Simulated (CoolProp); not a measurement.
Ethane at 298.15 K and 11.5 MPa flows at 5.3 m/s in a round tube of 25 mm bore and 0.25 µm roughness, fully developed (64/Re and Nu = 3.66 if laminar; Colebrook and Gnielinski if turbulent). Each further row changes one setting.

Model: reference Helmholtz-energy equation of state, Bücker 2006, in CoolProp.

```tsv
case	Reynolds number	Darcy friction factor	pressure drop (Pa/m)	heat-transfer coefficient (W/(m² K))	mass flow (kg/h)
as stated	921000	0.0120	?	7820	?
velocity 10.6 m/s	1840000	?	?	?	7370
diameter 50 mm	1840000	0.0107	?	7040	14700
```

Problem. Complete the blanks.

Solution. 
- as stated, pressure drop (Pa/m): 2660
- as stated, mass flow (kg/h): 3680
- velocity 10.6 m/s, Darcy friction factor: 0.0108
- velocity 10.6 m/s, pressure drop (Pa/m): 9580
- velocity 10.6 m/s, heat-transfer coefficient (W/(m² K)): 14300
- diameter 50 mm, pressure drop (Pa/m): 1180

Viscosity comes from a separate model (Friend 1991). Thermal conductivity comes from a separate model (Friend 1991).
